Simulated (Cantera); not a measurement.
Catalytic combustion on Pt

An isothermal plug-flow reactor at 775 K and 323 Torr (inlet), inlet velocity 0.067 m/s, active area per volume 120 1/m; feed 0.451 % CO, 5.81 % O₂, 93.7 % N₂, equivalence ratio 0.039.

Computed with Cantera and Deutschmann's 1995 Pt surface mechanism with GRI-Mech 3.0 gas chemistry. Catalytic surfaces can have several steady states; this one follows from the mechanism file's or the stated starting coverage. Mass transfer to the wall is taken as infinitely fast.

```json
[
 {"z (m)": "0.0002", "x CO": "0.00166", "x O₂": "0.0568", "x H₂O": "<1e-12", "x CO₂": "0.00286", "θ free Pt": "0.0623", "θ O*": "0.937"},
 {"z (m)": "0.00033", "x CO": "0.00127", "x O₂": "0.0566", "x H₂O": "<1e-12", "x CO₂": "0.00324", "θ free Pt": "0.0575", "θ O*": "0.942"},
 {"z (m)": "0.00056", "x CO": "0.000855", "x O₂": "0.0564", "x H₂O": "<1e-12", "x CO₂": "0.00366", "θ free Pt": "0.0535", "θ O*": "0.946"},
 {"z (m)": "0.00093", "x CO": "0.000487", "x O₂": "0.0562", "x H₂O": "<1e-12", "x CO₂": "0.00403", "θ free Pt": "0.0506", "θ O*": "0.949"},
 {"z (m)": "0.0016", "x CO": "0.000192", "x O₂": "0.0561", "x H₂O": "<1e-12", "x CO₂": "0.00433", "θ free Pt": "0.0487", "θ O*": "0.951"},
 {"z (m)": "0.0026", "x CO": "5.16e-5", "x O₂": "0.0560", "x H₂O": "<1e-12", "x CO₂": "0.00447", "θ free Pt": "0.0478", "θ O*": "0.952"},
 {"z (m)": "0.0043", "x CO": "5.79e-6", "x O₂": "0.0560", "x H₂O": "<1e-12", "x CO₂": "0.00451", "θ free Pt": "0.0475", "θ O*": "0.952"},
 {"z (m)": "0.0072", "x CO": "1.41e-7", "x O₂": "0.0560", "x H₂O": "<1e-12", "x CO₂": "0.00452", "θ free Pt": "0.0475", "θ O*": "0.952"},
 {"z (m)": "0.012", "x CO": "3.01e-10", "x O₂": "0.0560", "x H₂O": "<1e-12", "x CO₂": "0.00452", "θ free Pt": "0.0475", "θ O*": "0.952"},
 {"z (m)": "0.02", "x CO": "<1e-12", "x O₂": "0.0560", "x H₂O": "<1e-12", "x CO₂": "0.00452", "θ free Pt": "0.0475", "θ O*": "0.952"}
]
```
x: gas mole fraction; θ: surface coverage.
